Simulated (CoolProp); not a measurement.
Saturation properties of R227EA (Tc = 101.8 °C, pc = 2925 kPa, ω = 0.358).

Values from CoolProp's reference Helmholtz-energy equation of state, Lemmon 2016.

```json
[
 {"T (°C)": "-21.05", "p (kPa)": "82.30", "enthalpy of vaporisation (kJ/kg)": "133.8", "surface tension (mN/m)": "12.6", "vapour viscosity (µPa s)": "9.60", "liquid conductivity (mW/(m K))": "71.5"},
 {"T (°C)": "-16.05", "p (kPa)": "102.6", "enthalpy of vaporisation (kJ/kg)": "131.6", "surface tension (mN/m)": "12.0", "vapour viscosity (µPa s)": "9.80", "liquid conductivity (mW/(m K))": "70.2"},
 {"T (°C)": "-11.05", "p (kPa)": "126.7", "enthalpy of vaporisation (kJ/kg)": "129.5", "surface tension (mN/m)": "11.4", "vapour viscosity (µPa s)": "10.0", "liquid conductivity (mW/(m K))": "69.0"},
 {"T (°C)": "-6.15", "p (kPa)": "154.3", "enthalpy of vaporisation (kJ/kg)": "127.3", "surface tension (mN/m)": "10.7", "vapour viscosity (µPa s)": "10.2", "liquid conductivity (mW/(m K))": "67.7"},
 {"T (°C)": "-1.15", "p (kPa)": "187.1", "enthalpy of vaporisation (kJ/kg)": "125.0", "surface tension (mN/m)": "10.1", "vapour viscosity (µPa s)": "10.4", "liquid conductivity (mW/(m K))": "66.4"},
 {"T (°C)": "3.75", "p (kPa)": "224.2", "enthalpy of vaporisation (kJ/kg)": "122.7", "surface tension (mN/m)": "9.54", "vapour viscosity (µPa s)": "10.6", "liquid conductivity (mW/(m K))": "65.2"},
 {"T (°C)": "8.75", "p (kPa)": "267.8", "enthalpy of vaporisation (kJ/kg)": "120.2", "surface tension (mN/m)": "8.94", "vapour viscosity (µPa s)": "10.8", "liquid conductivity (mW/(m K))": "63.9"},
 {"T (°C)": "13.65", "p (kPa)": "316.4", "enthalpy of vaporisation (kJ/kg)": "117.7", "surface tension (mN/m)": "8.35", "vapour viscosity (µPa s)": "11.0", "liquid conductivity (mW/(m K))": "62.6"},
 {"T (°C)": "18.65", "p (kPa)": "372.7", "enthalpy of vaporisation (kJ/kg)": "115.1", "surface tension (mN/m)": "7.77", "vapour viscosity (µPa s)": "11.2", "liquid conductivity (mW/(m K))": "61.3"},
 {"T (°C)": "23.65", "p (kPa)": "436.2", "enthalpy of vaporisation (kJ/kg)": "112.4", "surface tension (mN/m)": "7.19", "vapour viscosity (µPa s)": "11.5", "liquid conductivity (mW/(m K))": "60.0"},
 {"T (°C)": "28.55", "p (kPa)": "506.2", "enthalpy of vaporisation (kJ/kg)": "109.6", "surface tension (mN/m)": "6.63", "vapour viscosity (µPa s)": "11.7", "liquid conductivity (mW/(m K))": "58.7"},
 {"T (°C)": "33.55", "p (kPa)": "586.0", "enthalpy of vaporisation (kJ/kg)": "106.6", "surface tension (mN/m)": "6.07", "vapour viscosity (µPa s)": "11.9", "liquid conductivity (mW/(m K))": "57.4"}
]
```

It boils at -16.3 °C under 1 atm.

Viscosity comes from a separate model (Huber 2003), an estimate that may be off by 10 % or more. Thermal conductivity comes from a separate model (Huber 2003), an estimate that may be off by 10 % or more. Surface tension comes from a separate correlation (Mulero 2012).
